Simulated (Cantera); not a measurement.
Input: 1 mol Si, 0.53 mol CO, 2 mol H₂, held at 1 atm.

Method: chemical equilibrium by Gibbs-energy minimisation in Cantera with the NASA 1993 tables (ideal gas, pure condensed phases). Candidate condensed phases: C, C₆H₆, C₇H₈, C₈H₁₈, H₂O, Si, SiC, SiO₂; 123 gas species. Each liquid is taken as pure. Mutual solubility and eutectic melting of coexisting phases are not modelled. The tables hold silica as quartz up to 1696 K and as liquid above; real silica turns to tridymite and cristobalite and melts near 1996 K. Gases not in the tables: Si₂H₆ and higher silanes. Rates play no part.

x: gas mole fraction; n: condensed amount in mol.

```csv
T (K),x H₂,x SiO,x CO,x H,x H₂O,x SiH₂,x CH₄,n Si(s),n SiC(s),n SiO₂(β-quartz),n Si(l),n SiO₂(condensed)
1550,0.999,0.00123,3.98e-5,(withheld),5.55e-6,2.79e-6,1.81e-5,0.204,0.530,0.264,0,0
1575,0.998,0.00187,6.58e-5,(withheld),7.09e-6,3.75e-6,1.77e-5,0.203,0.530,0.263,0,0
1600,0.997,0.00281,0.000107,(withheld),8.99e-6,4.99e-6,1.73e-5,0.203,0.530,0.262,0,0
1625,0.996,0.00416,0.000171,(withheld),1.13e-5,6.58e-6,1.69e-5,0.201,0.530,0.261,0,0
1650,0.994,0.00608,0.000270,(withheld),1.41e-5,8.60e-6,1.65e-5,0.200,0.529,0.259,0,0
1675,0.991,0.00878,0.000421,(withheld),1.75e-5,1.11e-5,1.61e-5,0.197,0.529,0.256,0,0
1700,0.987,0.0124,0.000667,(withheld),2.17e-5,1.40e-5,1.60e-5,0,0.529,0,0.194,0.252
1725,0.982,0.0170,0.00109,(withheld),2.70e-5,1.69e-5,1.64e-5,0,0.528,0,0.191,0.247
1750,0.975,0.0231,0.00175,(withheld),3.34e-5,2.03e-5,1.67e-5,0,0.526,0,0.187,0.239
1775,0.966,0.0311,0.00277,(withheld),4.09e-5,2.42e-5,1.70e-5,0,0.524,0,0.181,0.230
1800,0.954,0.0416,0.00434,(withheld),4.97e-5,2.85e-5,1.71e-5,0,0.521,0,0.175,0.217
1825,0.938,0.0550,0.00671,(withheld),5.96e-5,3.34e-5,1.70e-5,0,0.516,0,0.168,0.199
1850,0.917,0.0723,0.0102,(withheld),7.08e-5,3.87e-5,1.68e-5,0,0.508,0,0.160,0.175
```

Question: Complete the blanks.

Answer: 
- 1550, x H: 3.13e-5
- 1575, x H: 4.12e-5
- 1600, x H: 5.39e-5
- 1625, x H: 6.99e-5
- 1650, x H: 9.00e-5
- 1675, x H: 0.000115
- 1700, x H: 0.000145
- 1725, x H: 0.000183
- 1750, x H: 0.000228
- 1775, x H: 0.000283
- 1800, x H: 0.000347
- 1825, x H: 0.000424
- 1850, x H: 0.000512
